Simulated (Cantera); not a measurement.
Charge: 1 mol n-butane, 0.026 mol H2O, 0.73 mol N2, at 1675 °C and 3.30 bar.

Equilibrium computed with Cantera from the NASA thermochemical tables; the gas is ideal and each condensed phase is pure. Candidate condensed phases: C, C6H6, C7H8, C8H18, H2O; 136 gas species. The numbers say what is thermodynamically allowed, not how fast it happens.

Task: What is the equilibrium state?

Result: 
- x(H2) = 0.865
- x(N2) = 0.124
- x(CO) = 0.00450
- x(HCN) = 0.00392
- x(CH4) = 0.00121
- x(H) = 0.000579
- x(C2H2 (acetylene)) = 0.000467
- x(HNC) = 0.000202
- x(NH3) = 2.05e-5
- n(C(graphite)) = 3.94 mol
- gas amount = 5.776 mol
